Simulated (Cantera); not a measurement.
An adiabatic, constant-pressure homogeneous reactor starts with C₃H₈ : O₂ : N₂ = 1 : 10.9 : 67.4 (molar parts), equivalence ratio 0.46, at 1800 K and 2400000 Pa. Integrator tolerance rtol = 1e-08.

Cantera simulation using GRI-Mech 3.0 (53 species, 325 reactions); the numbers are that mechanism's predictions, not measurements. GRI-Mech 3.0 was tuned for natural gas; its chemistry of propane as a main component is partial and can be far from experiment. The pressure lies above the range GRI-Mech 3.0 was tuned for (to about 10 atm).

Q: What does this change do: pressure from 2400000 Pa to 101000 Pa?

A: 
| quantity | before | after |
|---|---|---|
| time of steepest temperature rise | 1.58 µs | 14.1 µs |
| temperature at 0.200 s | 2426 K | 2388 K |
| equilibrium temperature | 2426 K | 2388 K |
| x(C₃H₈) at 0.200 s | <1e-12 (gas-phase equilibrium <1e-12) | <1e-12 (gas-phase equilibrium <1e-12) |
| x(O₂) at 0.200 s | 0.0670 (gas-phase equilibrium 0.0670) | 0.0671 (gas-phase equilibrium 0.0671) |
| x(HCO) at 0.200 s | 1.26e-10 (gas-phase equilibrium 1.26e-10) | 1.66e-10 (gas-phase equilibrium 1.66e-10) |
| x(O) at 0.200 s | 0.000529 (gas-phase equilibrium 0.000529) | 0.00210 (gas-phase equilibrium 0.00210) |
| x(CH₂) at 0.200 s | <1e-12 (gas-phase equilibrium <1e-12) | <1e-12 (gas-phase equilibrium <1e-12) |
| x(C₂H) at 0.200 s | <1e-12 (gas-phase equilibrium <1e-12) | <1e-12 (gas-phase equilibrium <1e-12) |
| x(CH₂O) at 0.200 s | 1.08e-12 (gas-phase equilibrium 1.08e-12) | <1e-12 (gas-phase equilibrium <1e-12) |

Q: What does this change do: pressure from 2400000 Pa to 1000000 Pa?

A: 
```csv
quantity,before,after
time of steepest temperature rise,1.58 µs,2.66 µs
temperature at 0.200 s,2426 K,2419 K
equilibrium temperature,2426 K,2419 K
x(C₃H₈) at 0.200 s,<1e-12 (gas-phase equilibrium <1e-12),<1e-12 (gas-phase equilibrium <1e-12)
x(O₂) at 0.200 s,0.0670 (gas-phase equilibrium 0.0670),0.0670 (gas-phase equilibrium 0.0670)
x(HCO) at 0.200 s,1.26e-10 (gas-phase equilibrium 1.26e-10),1.43e-10 (gas-phase equilibrium 1.43e-10)
x(O) at 0.200 s,0.000529 (gas-phase equilibrium 0.000529),0.000790 (gas-phase equilibrium 0.000790)
x(CH₂) at 0.200 s,<1e-12 (gas-phase equilibrium <1e-12),<1e-12 (gas-phase equilibrium <1e-12)
x(C₂H) at 0.200 s,<1e-12 (gas-phase equilibrium <1e-12),<1e-12 (gas-phase equilibrium <1e-12)
x(CH₂O) at 0.200 s,1.08e-12 (gas-phase equilibrium 1.08e-12),<1e-12 (gas-phase equilibrium <1e-12)
```

Q: What does this change do: 2.9 parts H2 added?

A: 
```tsv
quantity	before	after
time of steepest temperature rise	1.58 µs	1.10 µs
temperature at 0.200 s	2426 K	2601 K
equilibrium temperature	2426 K	2601 K
x(C₃H₈) at 0.200 s	<1e-12 (gas-phase equilibrium <1e-12)	<1e-12 (gas-phase equilibrium <1e-12)
x(O₂) at 0.200 s	0.0670 (gas-phase equilibrium 0.0670)	0.0472 (gas-phase equilibrium 0.0472)
x(HCO) at 0.200 s	1.26e-10 (gas-phase equilibrium 1.26e-10)	1.26e-9 (gas-phase equilibrium 1.26e-9)
x(O) at 0.200 s	0.000529 (gas-phase equilibrium 0.000529)	0.00104 (gas-phase equilibrium 0.00104)
x(CH₂) at 0.200 s	<1e-12 (gas-phase equilibrium <1e-12)	<1e-12 (gas-phase equilibrium <1e-12)
x(C₂H) at 0.200 s	<1e-12 (gas-phase equilibrium <1e-12)	<1e-12 (gas-phase equilibrium <1e-12)
x(CH₂O) at 0.200 s	1.08e-12 (gas-phase equilibrium 1.08e-12)	1.40e-11 (gas-phase equilibrium 1.40e-11)
```
